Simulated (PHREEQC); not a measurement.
Solution A (0.0027 mol HBr, 0.0029 mol CuSO4 and 4.6e-05 mol MgCl2 per kg of water) is mixed with solution B (5.7 mmol/kgw CuCl2, 150 mmol/kgw HCl and 1 mmol/kgw NaCl) at 25 °C; shares are by mass of water, 1 kg in all. O2 is buffered at 0.21 atm. CO2 from the air is kept out. Solids allowed: Brucite, Tenorite, Brochantite, Antlerite, Atacamite, Halite, Mirabilite, Epsomite, Chalcanthite. Others were left out.

All values are PHREEQC results (ion-association model, wateq4f.dat), not measurements.

```tsv
share of solution B	pH	Mg+2 (mol/kgw)	SO4-2 (mol/kgw)	HSO4- (mol/kgw)	MgSO4 (mol/kgw)	CuSO4 (mol/kgw)
0	2.67	3.80e-5	0.00212	0.000321	7.98e-6	0.000448
0.1	1.84	3.80e-5	0.00126	0.00112	3.41e-6	0.000226
0.2	___	3.51e-5	0.000870	___	1.74e-6	0.000137
0.3	1.41	3.12e-5	0.000634	0.00130	9.54e-7	9.10e-5
0.4	1.30	2.71e-5	0.000472	___	5.37e-7	6.29e-5
0.5	1.20	2.27e-5	0.000351	0.00105	2.98e-7	4.40e-5
0.6	1.13	1.82e-5	0.000255	0.000875	1.58e-7	3.04e-5
0.7	1.07	1.37e-5	0.000176	0.000674	7.50e-8	2.01e-5
0.8	1.01	9.17e-6	0.000109	0.000459	2.87e-8	1.20e-5
0.9	0.96	4.59e-6	5.09e-5	0.000234	6.28e-9	5.47e-6
1	0.92	0	0	0	0	0
```

Problem. Fill in the missing entries.

Solution. 
- 0.2, pH: 1.58
- 0.2, HSO4- (mol/kgw): 0.00131
- 0.4, HSO4- (mol/kgw): 0.00120

Species that the database lacks are ignored.
